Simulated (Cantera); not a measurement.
Pyrogenic steam for wet oxidation

An isothermal, constant-pressure homogeneous reactor starts with 12.4 % H2, 24.3 % O2, 63.3 % N2, at 1275 K and 0.840 bar.

Model: the H2/O2 subset of GRI-Mech 3.0, which has no nitrogen chemistry, integrated in Cantera. The temperature is held fixed by assumption; the heat of reaction is taken as removed at once.

```json
[
 {"t (s)": "3.00e-5", "x H2": "0.108", "x O2": "0.235", "x OH": "0.00187", "x H": "0.00675", "x H2O2": "1.56e-6", "x H2O": "0.0115", "x HO2": "7.08e-5"},
 {"t (s)": "0.000214", "x H2": "0.000267", "x O2": "0.193", "x OH": "0.000599", "x H": "3.06e-5", "x H2O2": "1.93e-6", "x H2O": "0.132", "x HO2": "2.22e-5"},
 {"t (s)": "0.00152", "x H2": "4.73e-6", "x O2": "0.193", "x OH": "0.000108", "x H": "1.48e-7", "x H2O2": "1.87e-7", "x H2O": "0.132", "x HO2": "9.68e-7"},
 {"t (s)": "0.0109", "x H2": "2.01e-7", "x O2": "0.193", "x OH": "3.14e-5", "x H": "3.41e-9", "x H2O2": "2.28e-8", "x H2O": "0.132", "x HO2": "8.71e-8"},
 {"t (s)": "0.0775", "x H2": "2.78e-8", "x O2": "0.193", "x OH": "1.20e-5", "x H": "2.09e-10", "x H2O2": "3.85e-9", "x H2O": "0.132", "x HO2": "3.03e-8"},
 {"t (s)": "0.552", "x H2": "1.82e-8", "x O2": "0.193", "x OH": "9.22e-6", "x H": "1.09e-10", "x H2O2": "2.41e-9", "x H2O": "0.132", "x HO2": "3.04e-8"},
 {"t (s)": "3.94", "x H2": "1.82e-8", "x O2": "0.193", "x OH": "9.22e-6", "x H": "1.09e-10", "x H2O2": "2.40e-9", "x H2O": "0.132", "x HO2": "3.04e-8"},
 {"t (s)": "28.1", "x H2": "1.82e-8", "x O2": "0.193", "x OH": "9.22e-6", "x H": "1.09e-10", "x H2O2": "2.40e-9", "x H2O": "0.132", "x HO2": "3.04e-8"},
 {"t (s)": "200", "x H2": "1.82e-8", "x O2": "0.193", "x OH": "9.22e-6", "x H": "1.09e-10", "x H2O2": "2.40e-9", "x H2O": "0.132", "x HO2": "3.04e-8"}
]
```
x: mole fraction; the columns are a selection and need not sum to one.

Equilibrium at this temperature and pressure: H2 1.82e-8, O2 0.193, OH 9.22e-6, H 1.09e-10, H2O2 2.40e-9, H2O 0.132, HO2 3.04e-8 (gas phase only).
